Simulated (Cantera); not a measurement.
Input: 1 mol MgO, 1.2 mol SiCl4, 1.1 mol O2, at 925 K and 1.40 Pa.

Method: chemical equilibrium by Gibbs-energy minimisation in Cantera with the NASA 1993 tables (ideal gas, pure condensed phases). Candidate condensed phases: Mg, MgCl2, MgO, MgSiO3, Mg2SiO4, Si, SiO2; 20 gas species. Condensed phases not in the tables: alloys, solid solutions and most ternary compounds. Rates play no part.

Base state: Cl2 0.889, MgCl2 0.0820, Cl 0.0292, SiCl4 5.41e-5 (mole fractions); condensed: MgSiO3(s) + SiO2(β-quartz).

### Question
What changes in the equilibrium state with this change: temperature from 925 K to 1250 K?

### Answer
```tsv
species	before	after
Cl	0.0292	0.767
Cl2	0.889	0.135
MgCl2	0.0820	0.0818
O2	5.13e-8	0.0159
SiCl4	5.41e-5	1.63e-8
ClO	1.91e-9	1.30e-5
MgSiO3(s), mol	0.800	0.673
SiO2(β-quartz), mol	0.400	0.527
```
Mutual solubility and eutectic melting of coexisting phases are not modelled. The tables hold silica as quartz up to 1696 K and as liquid above; real silica turns to tridymite and cristobalite and melts near 1996 K.

### Question
What changes in the equilibrium state with this change: O2 from 1.1 to 0.11 mol?

### Answer
| species | before | after |
|---|---|---|
| MgCl2 | 0.0820 | 0.550 |
| SiCl4 | 5.41e-5 | 0.324 |
| Cl2 | 0.889 | 0.116 |
| Cl | 0.0292 | 0.0105 |
| MgSiO3(s), mol | 0.800 | 0 |
| SiO2(β-quartz), mol | 0.400 | 0.610 |

### Question
What changes in the equilibrium state with this change: pressure from 1.40 Pa to 17.0 Pa?

### Answer
| species | before | after |
|---|---|---|
| Cl2 | 0.889 | 0.909 |
| MgCl2 | 0.0820 | 0.0817 |
| Cl | 0.0292 | 0.00846 |
| SiCl4 | 5.41e-5 | 0.000653 |
| MgSiO3(s), mol | 0.800 | 0.803 |
| SiO2(β-quartz), mol | 0.400 | 0.395 |
